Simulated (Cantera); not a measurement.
Charge: 1 mol SrCl2, 48 mol H2, at 1.00 bar.

Cantera equilibrium calculation (NASA polynomials, part measured and part estimated; ideal gas, pure solids and liquids). Candidate condensed phases: Sr, SrCl2; 8 gas species. Equilibrium is a limit: real reactors are often held back by kinetics, nucleation or transport.

x: gas mole fraction; n: condensed amount in mol.

```tsv
T (°C)	x H2	x SrCl2	x HCl	x H	n SrCl2(s)	n SrCl2(l)
500	1.00	<1e-12	<1e-12	<1e-12	1.00	0
650	1.00	6.95e-11	5.30e-11	2.45e-10	1.00	0
800	1.00	[?]	[?]	[?]	1.000	0
950	1.000	2.16e-6	2.20e-7	3.01e-7	0	1.000
1100	1.000	[?]	[?]	[?]	0	0.997
1250	0.999	0.000632	3.14e-5	2.31e-5	0	0.968
1400	0.995	0.00467	0.000193	0.000114	0	0.767
1550	0.978	0.0197	0.000801	0.000429	0	0
1700	0.977	0.0191	0.00155	0.00133	0	0
```

### Question
Some entries are withheld; supply them.

### Answer

- 800, x SrCl2: 2.95e-8
- 800, x HCl: 6.31e-9
- 800, x H: 1.40e-8
- 1100, x SrCl2: 5.21e-5
- 1100, x HCl: 3.44e-6
- 1100, x H: 3.33e-6
